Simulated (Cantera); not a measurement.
An isothermal, constant-pressure homogeneous reactor starts with CH₄ : H₂O = 1 : 0.55 (molar parts), at 1625 K and 4.40 bar.

Cantera simulation using GRI-Mech 3.0 (53 species, 325 reactions); the numbers are that mechanism's predictions, not measurements. GRI-Mech 3.0 stops at C3 and has no aromatics, soot or wall deposition, so with more carbon than oxygen in the feed, carbon stays in small species such as C2H2 where larger ones or solid carbon would form.

x: mole fraction; the columns are a selection and need not sum to one.

```json
[
 {"t (s)": "0.000200", "x CH₄": "0.636", "x H₂O": "0.354", "x O": "2.34e-11", "x HCO": "5.21e-10", "x HO₂": "<1e-12", "x H₂": "0.00529"},
 {"t (s)": "0.000485", "x CH₄": "0.620", "x H₂O": "0.352", "x O": "3.30e-11", "x HCO": "1.62e-9", "x HO₂": "<1e-12", "x H₂": "0.0172"},
 {"t (s)": "0.00118", "x CH₄": "0.577", "x H₂O": "0.345", "x O": "3.01e-11", "x HCO": "2.11e-9", "x HO₂": "<1e-12", "x H₂": "0.0530"},
 {"t (s)": "0.00285", "x CH₄": "(withheld)", "x H₂O": "0.327", "x O": "1.91e-11", "x HCO": "(withheld)", "x HO₂": "<1e-12", "x H₂": "(withheld)"},
 {"t (s)": "0.00691", "x CH₄": "0.383", "x H₂O": "0.300", "x O": "1.14e-11", "x HCO": "1.03e-9", "x HO₂": "<1e-12", "x H₂": "0.234"},
 {"t (s)": "0.0168", "x CH₄": "(withheld)", "x H₂O": "(withheld)", "x O": "7.64e-12", "x HCO": "8.65e-10", "x HO₂": "<1e-12", "x H₂": "(withheld)"},
 {"t (s)": "0.0406", "x CH₄": "0.166", "x H₂O": "0.244", "x O": "6.28e-12", "x HCO": "1.23e-9", "x HO₂": "<1e-12", "x H₂": "0.437"},
 {"t (s)": "0.0985", "x CH₄": "0.132", "x H₂O": "0.218", "x O": "5.88e-12", "x HCO": "2.58e-9", "x HO₂": "<1e-12", "x H₂": "0.482"},
 {"t (s)": "0.239", "x CH₄": "0.130", "x H₂O": "0.181", "x O": "5.20e-12", "x HCO": "5.28e-9", "x HO₂": "<1e-12", "x H₂": "0.512"},
 {"t (s)": "0.579", "x CH₄": "0.128", "x H₂O": "0.131", "x O": "4.12e-12", "x HCO": "9.65e-9", "x HO₂": "<1e-12", "x H₂": "0.553"},
 {"t (s)": "1.40", "x CH₄": "0.120", "x H₂O": "0.0778", "x O": "2.74e-12", "x HCO": "1.50e-8", "x HO₂": "<1e-12", "x H₂": "0.600"},
 {"t (s)": "3.40", "x CH₄": "0.109", "x H₂O": "0.0351", "x O": "1.36e-12", "x HCO": "1.99e-8", "x HO₂": "<1e-12", "x H₂": "0.640"},
 {"t (s)": "8.25", "x CH₄": "0.0996", "x H₂O": "0.00959", "x O": "<1e-12", "x HCO": "2.31e-8", "x HO₂": "<1e-12", "x H₂": "0.666"},
 {"t (s)": "20.0", "x CH₄": "0.0958", "x H₂O": "0.000777", "x O": "<1e-12", "x HCO": "2.42e-8", "x HO₂": "<1e-12", "x H₂": "0.676"}
]
```

### Question
Some entries are withheld; supply them.

### Answer

- 0.00285, x CH₄: 0.496
- 0.00285, x HCO: 1.49e-9
- 0.00285, x H₂: 0.127
- 0.0168, x CH₄: 0.260
- 0.0168, x H₂O: 0.271
- 0.0168, x H₂: 0.347
